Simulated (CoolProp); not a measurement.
Computed with CoolProp (reference Helmholtz-energy equation of state, Thol 2022).

### Question
For vinyl chloride, give the phase and the Z, cv (kJ/(kg K)) at 430 K and 10500 kPa; 430 K and 14000 kPa; 430 K and 17500 kPa.

### Answer
- 430 K and 10500 kPa: supercritical; Z 0.296, cv 1.09
- 430 K and 14000 kPa: supercritical; Z 0.371, cv 1.08
- 430 K and 17500 kPa: supercritical; Z 0.445, cv 1.07
